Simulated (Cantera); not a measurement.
Mixture: CO : H2 : CH4 : O2 : N2 = 1 : 1.2 : 0.27 : 3.73 : 17.1 (molar parts), equivalence ratio 0.44, at 6900 Torr, adiabatic and at constant volume. Ignition delay is the time to a rise of 400 K.

Cantera simulation using GRI-Mech 3.0 (53 species, 325 reactions); the numbers are that mechanism's predictions, not measurements. Where the delays flatten at high temperature, the 400 K rule measures the pace of heat release, not the induction time.

```json
[
 {"quantity": "delay at 1150 K", "before": "0.262 ms", "after": "0.286 ms"},
 {"quantity": "delay at 1350 K", "before": "11.3 µs", "after": "12.5 µs"},
 {"quantity": "delay at 1550 K", "before": "3.69 µs", "after": "4.30 µs"},
 {"quantity": "delay at 1750 K", "before": "2.14 µs", "after": "2.82 µs"}
]
```

Task: Which change was made?
A) O2 3.73 to 1.3 parts
B) CO 1 to 2.4 parts
C) constant pressure in place of constant volume
D) pressure from 6900 Torr to 383 Torr

Result: C, constant pressure in place of constant volume
